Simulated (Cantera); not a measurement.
Input (Python, Cantera):

```python
import numpy as np
import cantera as ct

gas = ct.Solution("gri30.yaml")
gas.TPX = 1625, 100000, {'CH3OH': 1, 'O2': 0.714, 'N2': 2.69}
reactor = ct.IdealGasReactor(gas, energy="on", clone=False)
net = ct.ReactorNet([reactor])
net.rtol, net.atol = 1e-08, 1e-16
show = ['CH3OH', 'O2', 'CH2CO', 'HCN', 'NO2', 'CH2O']
times = np.geomspace(1e-06, 0.1, 16)

steps = ct.SolutionArray(gas, extra=["t"])
rows = []
print(f"{'t/s':>10s}{'T/K':>9s}{'P/Pa':>11s}" + "".join(f"{s:>11s}" for s in show))
for t in times:
    while net.time < t:
        t_next = net.step()
        steps.append(gas.state, t=t_next)
    rows.append([np.interp(t, steps.t, y) for y in (steps.T, steps.P, *steps(*show).X.T)])
    print(f"{t:10.3e}{rows[-1][0]:9.1f}{rows[-1][1]:11.4g}" + "".join(f"{x:11.3e}" for x in rows[-1][2:]))
rate = np.gradient(steps.T, steps.t)
print("integrator steps:", len(steps.t))
if steps.T.max() > steps.T[0] + 200:
    print(f"time of steepest temperature rise: {steps.t[rate.argmax()]:.4e} s")
gas.TPX = 1625, 100000, {'CH3OH': 1, 'O2': 0.714, 'N2': 2.69}
gas.equilibrate("UV")
print(f"equilibrium (UV): T = {gas.T:.1f} K  " + "  ".join(f"{s} {gas[s].X[0]:.3e}" for s in show))
```

Result:

```
       t/s      T/K       P/Pa      CH3OH         O2      CH2CO        HCN        NO2       CH2O
 1.000e-06   1624.9      1e+05  2.269e-01  1.620e-01  1.854e-12  2.514e-13  2.688e-17  7.042e-05
 2.154e-06   1624.9      1e+05  2.268e-01  1.619e-01  1.002e-11  6.359e-13  6.064e-16  1.796e-04
 4.642e-06   1624.9      1e+05  2.263e-01  1.617e-01  5.606e-11  1.583e-12  9.466e-15  4.591e-04
 1.000e-05   1625.5  1.001e+05  2.251e-01  1.610e-01  3.861e-10  4.465e-12  1.320e-13  1.339e-03
 2.154e-05   1631.0  1.008e+05  2.200e-01  1.584e-01  4.463e-09  1.768e-11  2.007e-12  5.281e-03
 4.642e-05   1750.0  1.128e+05  1.620e-01  1.294e-01  6.876e-07  4.402e-10  9.599e-11  3.969e-02
 1.000e-04   2786.1  2.268e+05  7.820e-14  1.121e-03  2.339e-14  6.733e-09  7.411e-09  1.384e-08
 2.154e-04   2848.9  2.309e+05  1.095e-13  7.630e-04  4.323e-14  3.088e-08  2.459e-08  1.662e-08
 4.642e-04   2847.4  2.308e+05  1.110e-13  7.395e-04  4.410e-14  5.885e-08  5.349e-08  1.671e-08
 1.000e-03   2844.6  2.306e+05  1.121e-13  7.184e-04  4.462e-14  9.066e-08  8.614e-08  1.676e-08
 2.154e-03   2843.4  2.305e+05  1.125e-13  7.100e-04  4.484e-14  1.036e-07  9.918e-08  1.678e-08
 4.642e-03   2843.3  2.305e+05  1.126e-13  7.095e-04  4.486e-14  1.044e-07  9.999e-08  1.678e-08
 1.000e-02   2843.3  2.305e+05  1.126e-13  7.095e-04  4.486e-14  1.044e-07  9.999e-08  1.678e-08
 2.154e-02   2843.3  2.305e+05  1.126e-13  7.095e-04  4.486e-14  1.044e-07  9.999e-08  1.678e-08
 4.642e-02   2843.3  2.305e+05  1.126e-13  7.095e-04  4.486e-14  1.044e-07  9.999e-08  1.678e-08
 1.000e-01   2843.3  2.305e+05  1.126e-13  7.095e-04  4.486e-14  1.044e-07  9.999e-08  1.678e-08
integrator steps: 1739
time of steepest temperature rise: 5.3790e-05 s
equilibrium (UV): T = 2843.3 K  CH3OH 1.168e-13  O2 7.095e-04  CH2CO 4.856e-14  HCN 1.044e-07  NO2 9.999e-08  CH2O 1.678e-08
```

Computed with Cantera and GRI-Mech 3.0 (53 species, 325 reactions). GRI-Mech 3.0 was tuned for natural gas; its chemistry of methanol as a main component is partial and can be far from experiment.
